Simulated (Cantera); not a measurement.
Mixture: 9.03 % CH₄, 5.32 % H₂, 17.2 % O₂, 64.9 % N₂, 3.52 % H₂O, equivalence ratio 1.2, at 10500 Torr, adiabatic and at constant volume. Ignition delay is the time to a rise of 400 K.

Cantera simulation using GRI-Mech 3.0 (53 species, 325 reactions); the numbers are that mechanism's predictions, not measurements. The pressure lies above the range GRI-Mech 3.0 was tuned for (to about 10 atm).

Question: Predict: delay at 1198 K; delay at 1398 K; delay at 1598 K; delay at 1798 K; delay at 1998 K; apparent activation energy between 1798 and 1998 K.

Answer: 
```json
{
  "delay at 1198 K": "0.290 ms",
  "delay at 1398 K": "47.4 µs",
  "delay at 1598 K": "14.2 µs",
  "delay at 1798 K": "4.88 µs",
  "delay at 1998 K": "1.92 µs",
  "apparent activation energy between 1798 and 1998 K": "140 kJ/mol"
}
```
